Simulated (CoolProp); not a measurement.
Hexamethyldisiloxane (MM) along the isobar 1.35 MPa: density (kg/m³) from the reference equation and from simpler models built on Tc = 518.7 K, pc = 1.931 MPa, ω = 0.418; each cubic takes its own stable root.

Values from CoolProp's reference Helmholtz-energy equation of state, Thol 2016.

```
T (K)   phase  reference  van der Waals  Redlich-Kwong  Soave-Redlich-Kwong  Peng-Robinson
-----  ------  ---------  -------------  -------------  -------------------  -------------
284.7  liquid      775.5          468.8          689.5                719.3          809.0
301.4  liquid      758.3          460.1          674.4                706.3          795.2
318    liquid      740.8          451.0          658.5                692.4          780.2
334.6  liquid      722.9          441.5          641.7                677.3          764.0
351.2  liquid      704.6          431.4          623.8                660.9          746.2
367.8  liquid      685.6          420.7          604.7                643.0          726.7
384.4  liquid      665.9          409.1          584.3                623.4          705.1
401.1  liquid      645.0          396.5          562.0                601.7          681.0
417.7  liquid      622.9          382.6          537.8                577.5          654.0
```
